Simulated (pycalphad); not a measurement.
## Effect of B content in Ti-Hf-B

Source of the numbers: pycalphad with the COST 507 light-alloy database (1999); pressure 1 atm. The database dates from 1999; later assessments differ in places, in temperatures and in the compounds included. Phase fractions are per mole of atoms. Kinetics are ignored, which matters at the lower temperatures.

```json
[
 {"alloy": "Ti-1.403Hf-0.01342B (wt.%)", "liquidus (°C)": "?", "first solid": "BCC_A2", "solidus (°C)": "?", "phases at 697 °C": "?"},
 {"alloy": "Ti-1.404Hf-0.02461B (wt.%)", "liquidus (°C)": "1665", "first solid": "BCC_A2", "solidus (°C)": "1597", "phases at 697 °C": "HCP_A3 1.00, BM under 0.01"},
 {"alloy": "Ti-1.404Hf-0.03581B (wt.%)", "liquidus (°C)": "1664", "first solid": "BCC_A2", "solidus (°C)": "1571", "phases at 697 °C": "HCP_A3 1.00, BM under 0.01"},
 {"alloy": "Ti-1.405Hf-0.04926B (wt.%)", "liquidus (°C)": "1662", "first solid": "BCC_A2", "solidus (°C)": "1541", "phases at 697 °C": "HCP_A3 1.00, BM under 0.01"},
 {"alloy": "Ti-1.41Hf-0.1483B (wt.%)", "liquidus (°C)": "1653", "first solid": "BCC_A2", "solidus (°C)": "1541", "phases at 697 °C": "HCP_A3 0.99, BM 0.01"},
 {"alloy": "Ti-1.412Hf-0.198B (wt.%)", "liquidus (°C)": "1648", "first solid": "BCC_A2", "solidus (°C)": "1541", "phases at 697 °C": "HCP_A3 0.98, BM 0.02"}
]
```

**Question.** What belongs in the gaps?

**Answer.** 
- Ti-1.403Hf-0.01342B (wt.%), liquidus (°C): 1666
- Ti-1.403Hf-0.01342B (wt.%), solidus (°C): 1627
- Ti-1.403Hf-0.01342B (wt.%), phases at 697 °C: HCP_A3 1.00

Database names, with the compositions (at.%) that they take in these runs: BM: Ti 50 B 50. BCC_A2 is bcc; HCP_A3 is hcp.
